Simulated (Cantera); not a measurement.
Stirred combustor or abatement burner

A perfectly stirred reactor is fed with CH4 : C2H6 : O2 : N2 = 1 : 0.17 : 4.47 : 16.8 (molar parts), at 0.450 bar; it is adiabatic with a 750 K inlet, and is followed from long to short residence time, starting on the burning branch (τ in s: 0.048, 0.027, 0.015, 0.0087, 0.0049, 0.0028, 0.0016, 0.0009, 0.00051, 0.00029, 0.00016, 9.3e-05).

Computed with Cantera and GRI-Mech 3.0 (53 species, 325 reactions).

| τ (s) | T (K) | x CH4 | x C2H6 | x O2 | x CH2CO | x HCN |
|---|---|---|---|---|---|---|
| 0.048 | 1964 | 8.16e-6 | 2.98e-7 | 0.0827 | 4.03e-7 | 1.28e-8 |
| 0.027 | 1952 | 1.19e-5 | 4.57e-7 | 0.0828 | 6.06e-7 | 1.33e-8 |
| 0.015 | 1936 | 1.74e-5 | 7.01e-7 | 0.0829 | 8.82e-7 | 1.46e-8 |
| 0.0087 | 1917 | 2.52e-5 | 1.04e-6 | 0.0831 | 1.21e-6 | 1.70e-8 |
| 0.0049 | 1893 | 3.76e-5 | 1.59e-6 | 0.0834 | 1.66e-6 | 2.11e-8 |
| 0.0028 | 1863 | 5.70e-5 | 2.43e-6 | 0.0839 | 2.22e-6 | 2.74e-8 |
| 0.0016 | 1829 | 8.88e-5 | 3.81e-6 | 0.0847 | 2.97e-6 | 3.65e-8 |
| 0.00090 | 1790 | 0.000146 | 6.25e-6 | 0.0859 | 4.08e-6 | 5.05e-8 |
| 0.00051 | 1746 | 0.000253 | 1.08e-5 | 0.0877 | 5.82e-6 | 7.18e-8 |
| 0.00029 | 1698 | 0.000476 | 2.02e-5 | 0.0909 | 9.03e-6 | 1.08e-7 |
| 0.00016 | 1635 | 0.00113 | 4.80e-5 | 0.0974 | 1.77e-5 | 1.90e-7 |
| 9.3e-5 | 750 | 0.0446 | 0.00758 | 0.199 | <1e-12 | <1e-12 |
x: mole fraction; the columns are a selection and need not sum to one.
